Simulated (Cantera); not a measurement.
Input: 1 mol Ti(OiPr)₄, 2.1 mol O₂, 4.4 mol H₂, held at 2148 K and 1000 Pa.

These are equilibrium values from Cantera (NASA tables, ideal gas, pure condensed phases), not measurements of a reactor. Candidate condensed phases: C, C₆H₆, C₇H₈, C₈H₁₈, H₂O, Ti, TiC, TiO, TiO₂, Ti₂O₃, Ti₃O₅, Ti₄O₇; 113 gas species. The feed counts by its element totals alone. TiC: taken at fixed stoichiometry. Equilibrium is a limit: real reactors are often held back by kinetics, nucleation or transport.

Base state: H₂ 0.662, CO 0.303, H 0.0339, C₂H₂ (acetylene) 0.00127 (mole fractions); condensed: C(graphite) + TiC(s).

Task: What changes in the equilibrium state with this change: pressure from 1000 Pa to 120 Pa?

Result: 
```json
[
 {"species": "H₂", "before": "0.662", "after": "0.611"},
 {"species": "CO", "before": "0.303", "after": "0.294"},
 {"species": "H", "before": "0.0339", "after": "0.0940"},
 {"species": "C₂H₂ (acetylene)", "before": "0.00127", "after": "0.00117"},
 {"species": "C(graphite), mol", "before": "2.73", "after": "2.73"},
 {"species": "TiC(s), mol", "before": "1.000", "after": "1.000"}
]
```

Task: What changes in the equilibrium state with this change: temperature from 2148 K to 1800 K?

Result: 
```tsv
species	before	after
H₂	0.662	0.689
CO	0.303	0.308
H	0.0339	0.00297
C₂H₂ (acetylene)	0.00127	0.000121
C(graphite), mol	2.73	2.79
TiC(s), mol	1.000	1.00
```

Task: What changes in the equilibrium state with this change: temperature from 2148 K to 1748.15 K?

Result: 
```
species            before    after
----------------  -------  -------
H₂                  0.662    0.690
CO                  0.303    0.308
H                  0.0339  0.00190
C₂H₂ (acetylene)  0.00127  7.80e-5
C(graphite), mol     2.73     2.80
TiC(s), mol         1.000     1.00
```
